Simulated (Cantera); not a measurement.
Input: 1 mol SiHCl3, 26 mol N2, held at 850 °C and 13.3 mbar.

Equilibrium computed with Cantera from the NASA thermochemical tables; the gas is ideal and each condensed phase is pure. Candidate condensed phases: NH4Cl, Si, Si3N4; 28 gas species. N2 is the only nitrogen source here; it is nearly inert below about 1500 K, so the nitride shown seldom forms there in practice. The tables' values for SiCl3 are old estimates; treat these amounts as uncertain. Kinetics and transport are ignored.

Base state: N2 0.946, HCl 0.0333, SiCl4 0.0191, H2 0.00176, SiCl3 0.000254, SiCl2 4.19e-5, SiHCl3 1.73e-5 (mole fractions); condensed: Si3N4(s).

Task: What changes in the equilibrium state with this change: N2 from 26 to 5.6 mol?

Result: 
| species | before | after |
|---|---|---|
| N2 | 0.946 | 0.784 |
| HCl | 0.0333 | 0.123 |
| SiCl4 | 0.0191 | 0.0796 |
| H2 | 0.00176 | 0.0125 |
| SiHCl3 | 1.73e-5 | 0.000139 |
| SiCl3 | 0.000254 | 0.000764 |
| Si3N4(s), mol | 0.158 | 0.152 |
